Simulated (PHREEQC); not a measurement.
Consider water at 25 °C with 0.022 mol/kgw Li2SO4 and 0.011 mol/kgw MgSO4. Closed to the air; pH follows from the charge balance.

Computed with PHREEQC (ion-association model, phreeqc.dat).

No solid was allowed to form.

Problem. Order these S species by the share of S that they hold, largest first: MgSO4, LiSO4-, SO4-2.

Solution. SO4-2 (78 %), MgSO4 (17 %), LiSO4- (5.7 %)

The ionic strength is 0.0844 mol/kgw.
